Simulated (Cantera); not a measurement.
Feed: 1 mol TEOS, 2.6 mol O2, at 952 °C and 0.000280 bar.

Equilibrium computed with Cantera from the NASA thermochemical tables; the gas is ideal and each condensed phase is pure. The feed counts by its element totals alone. The tables hold silica as quartz up to 1696 K and as liquid above; real silica turns to tridymite and cristobalite and melts near 1996 K. The numbers say what is thermodynamically allowed, not how fast it happens.

| species | before | after |
|---|---|---|
| H2 | 0.581 | 0.655 |
| CO | 0.419 | 0.345 |
| SiO | 0.000148 | 0.000174 |
| H | 1.42e-5 | 1.51e-5 |
| C(graphite), mol | 0.797 | 0 |
| SiO2(β-quartz), mol | 0.997 | 0.732 |
| SiC(s), mol | 0 | 1.27 |
Gas species are given as mole fractions.

### Question
Name the change that produced these shifts.
(A) pressure from 0.000280 bar to 9.70e-5 bar
(B) temperature from 952 °C to 1225 °C
(C) TEOS replaced by HMDSO
(D) temperature from 952 °C to 325 °C

### Answer
C, TEOS replaced by HMDSO. Mutual solubility and eutectic melting of coexisting phases are not modelled
